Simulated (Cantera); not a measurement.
An isothermal, constant-pressure homogeneous reactor starts with CH4 : CO2 : H2O = 1 : 0.44 : 0.019 (molar parts), at 1725 K and 750 Torr.

Cantera simulation using GRI-Mech 3.0 (53 species, 325 reactions); the numbers are that mechanism's predictions, not measurements. GRI-Mech 3.0 stops at C3 and has no aromatics, soot or wall deposition, so with more carbon than oxygen in the feed, carbon stays in small species such as C2H2 where larger ones or solid carbon would form.

x: mole fraction; the columns are a selection and need not sum to one.

| t (s) | x CH4 | x CO2 | x H | x O2 | x C2H4 | x C2H | x H2 |
|---|---|---|---|---|---|---|---|
| 6.00e-5 | 0.681 | 0.301 | [?] | <1e-12 | 0.000309 | 8.37e-12 | 0.00191 |
| 0.000309 | 0.651 | 0.298 | [?] | <1e-12 | 0.00741 | 2.48e-9 | 0.0226 |
| 0.00160 | 0.478 | 0.262 | [?] | 3.24e-12 | 0.0213 | 6.71e-8 | 0.167 |
| 0.00823 | 0.223 | 0.165 | [?] | 1.28e-11 | 0.00551 | 1.89e-7 | 0.356 |
| 0.0424 | 0.0558 | 0.0304 | [?] | 2.01e-11 | 0.00315 | 2.98e-7 | 0.416 |
| 0.219 | 0.0256 | 0.0126 | 0.000133 | 7.03e-12 | 0.00284 | 2.42e-7 | 0.492 |
| 1.13 | 0.0164 | 0.00295 | 0.000141 | <1e-12 | 0.00221 | 1.52e-7 | 0.566 |
| 5.82 | 0.0135 | 1.17e-5 | 0.000143 | <1e-12 | 0.00200 | 1.31e-7 | 0.586 |
| 30.0 | 0.0135 | 2.89e-7 | 0.000143 | <1e-12 | 0.00200 | 1.31e-7 | 0.586 |

**Question.** What belongs in the gaps?

**Answer.** 
- 6.00e-5, x H: 2.11e-6
- 0.000309, x H: 9.69e-6
- 0.00160, x H: 4.07e-5
- 0.00823, x H: 7.95e-5
- 0.0424, x H: 0.000114
